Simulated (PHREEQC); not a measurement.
0.062 g of hydrous ferric oxide (600 m²/g; 0.2 weak and 0.005 strong sites per Fe, Dzombak-Morel constants, diffuse double layer) in 1 kg of water with 0.005 mol/kgw of an inert sodium salt and 2.6e-07 mol/kgw NaH2PO4 and 1.4e-06 mol/kgw MgCl2, at 25 °C; the pH is set by adding NaOH or the inert anion's acid. Oxygen is held at 0.21 atm. CO2 from the air is kept out. Nothing may precipitate in this run.

The series has 17 steps of pH, from 4 to 10.

Model: ion-association model, wateq4f.dat, run in PHREEQC.

### Question
Near which pH is half of the P sorbed, and on which side is more sorbed?

### Answer
Near pH 8.8, with more sorbed at lower pH.

### Question
Near which pH is half of the Mg sorbed, and on which side is more sorbed?

### Answer
Near pH 8.4, with more sorbed at higher pH.

Species that the database lacks are ignored. H3PO4, which wateq4f.dat lacks, is added to it with the constant of phreeqc.dat.
